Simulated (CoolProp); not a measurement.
Vapour-liquid equilibrium of CHF3 (R23) (1) + C2F6 (R116) (2) at -4.05 °C; x and y are mole fractions of (1).

The numbers come from the multi-fluid Helmholtz-energy mixture model, Penoncello 2003 and Lemmon 2006; pair parameters Bell 2016 in CoolProp.

### Question
Give the bubble pressure and the first vapour's composition at x = 0.2, 0.5, 0.95. Is there an azeotrope?

### Answer
x = 0.2: 21.58 bar, y = 0.291; x = 0.5: 25.17 bar, y = 0.539; x = 0.95: 23.31 bar, y = 0.927. y crosses x between x = 0.5 and 0.65: the model has an azeotrope there.

Pair parameters are fitted to limited data, so mixtures are less certain than the pure fluids.
